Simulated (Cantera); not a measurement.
A closed system holds: 1 mol AlN, 0.033 mol H2O, 0.068 mol H2, 0.16 mol Cl2, held at 1748 K and 3150 Torr.

Method: chemical equilibrium by Gibbs-energy minimisation in Cantera with the NASA 1993 tables (ideal gas, pure condensed phases). Candidate condensed phases: Al, AlCl3, AlN, Al2O3, H2O, NH4Cl; 45 gas species. Mutual solubility and eutectic melting of coexisting phases are not modelled. The tables' values for AlCl2 are old estimates; treat these amounts as uncertain. Rates play no part.

Base state: AlCl3 0.337, H2 0.312, N2 0.220, HCl 0.109, AlCl2 0.0181, AlCl 0.00342, Al2Cl6 0.000165, H 6.23e-5 (mole fractions); condensed: AlN(s) + Al2O3(s).

Problem. What changes in the equilibrium state with this change: H2 from 0.068 to 1.5 mol?

Solution. 
```json
[
 {"species": "H2", "before": "0.312", "after": "0.863"},
 {"species": "HCl", "before": "0.109", "after": "0.0618"},
 {"species": "AlCl3", "before": "0.337", "after": "0.0367"},
 {"species": "N2", "before": "0.220", "after": "0.0292"},
 {"species": "AlCl2", "before": "0.0181", "after": "0.00577"},
 {"species": "Al2Cl6", "before": "0.000165", "after": "1.96e-6"},
 {"species": "Cl", "before": "1.68e-5", "after": "5.72e-6"},
 {"species": "NH3", "before": "1.12e-5", "after": "1.88e-5"},
 {"species": "H", "before": "6.23e-5", "after": "0.000104"},
 {"species": "AlN(s), mol", "before": "0.879", "after": "0.900"},
 {"species": "Al2O3(s), mol", "before": "0.0110", "after": "0.0110"}
]
```
